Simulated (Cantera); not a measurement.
Ammonia decomposition in nitride growth gas

An isothermal, constant-pressure homogeneous reactor starts with 4.55 % NH₃, 95.5 % N₂, at 1550 K and 0.133 bar.

Computed with Cantera and the gas-phase N/H chemistry of the illustrative SiF4/NH3 mechanism in the Surface Chemkin manual (1991). Walls and surfaces, which speed up NH3 decomposition in real reactors, are not modelled.

| t (s) | x NH₃ | x NH₂ | x NH | x H | x N₂ | x N₂H₄ | x H₂ |
|---|---|---|---|---|---|---|---|
| 2.00e-5 | 0.0455 | 2.99e-9 | <1e-12 | 1.44e-9 | 0.955 | <1e-12 | 7.72e-10 |
| 0.000150 | 0.0455 | 3.08e-8 | <1e-12 | 2.38e-9 | 0.955 | <1e-12 | 1.42e-8 |
| 0.00112 | 0.0455 | 2.47e-7 | 1.08e-11 | 2.39e-9 | 0.955 | <1e-12 | 1.22e-7 |
| 0.00843 | 0.0455 | 1.86e-6 | 1.31e-9 | 2.49e-9 | 0.955 | 2.52e-11 | 9.47e-7 |
| 0.0632 | 0.0454 | 1.38e-5 | 4.18e-8 | 1.07e-8 | 0.955 | 1.39e-9 | 1.52e-5 |
| 0.474 | 0.0448 | 3.05e-5 | 1.83e-7 | 2.94e-7 | 0.954 | 6.78e-9 | 0.000865 |
| 3.56 | 0.0405 | 2.16e-5 | 2.69e-7 | 1.69e-6 | 0.952 | 3.42e-9 | 0.00712 |
| 26.7 | 0.0239 | 1.18e-5 | 1.97e-7 | 6.65e-6 | 0.945 | 1.02e-9 | 0.0308 |
| 200 | 0.00396 | 2.49e-6 | 5.68e-8 | 1.63e-5 | 0.936 | 4.52e-11 | 0.0595 |
x: mole fraction; the columns are a selection and need not sum to one.

Equilibrium at this temperature and pressure: NH₃ 1.13e-7, NH₂ 8.85e-11, NH 2.54e-12, H 2.22e-5, N₂ 0.935, N₂H₄ <1e-12, H₂ 0.0652 (gas phase only).
